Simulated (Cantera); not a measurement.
Feed: 1 mol FeS2, 0.27 mol O2, 0.063 mol CO2, equilibrated at 0.120 bar.

Cantera equilibrium calculation (NASA polynomials, part measured and part estimated; ideal gas, pure solids and liquids). Candidate condensed phases: C, Fe, Fe(CO)5, FeO, FeS, FeSO4, FeS2, Fe2O3, Fe2(SO4)3, Fe3O4, S; 25 gas species. FeS: taken at fixed stoichiometry. Kinetics and transport are ignored. All values below are at 1700 K.

Base state: S2 0.493, SO2 0.383, CO2 0.0520, CO 0.0366, SO 0.0238, S2O 0.0103, S 0.000640, COS 0.000473 (mole fractions); condensed: FeS(l).

Task: What changes in the equilibrium state with this change: O2 from 0.27 to 2.9 mol?

Result: 
| species | before | after |
|---|---|---|
| SO2 | 0.383 | 0.870 |
| O2 | 7.95e-8 | 0.101 |
| CO2 | 0.0520 | 0.0274 |
| S2 | 0.493 | <1e-9 |
| S2O | 0.0103 | <1e-9 |
| CO | 0.0366 | 1.71e-5 |
| SO | 0.0238 | 4.78e-5 |
| S | 0.000640 | 1.14e-9 |
| COS | 0.000473 | <1e-9 |
| SO3 | 5.71e-7 | 0.00146 |
| O | 3.64e-8 | 4.10e-5 |
| FeS(l), mol | 1.000 | 0 |
| Fe3O4(s), mol | 0 | 0.333 |
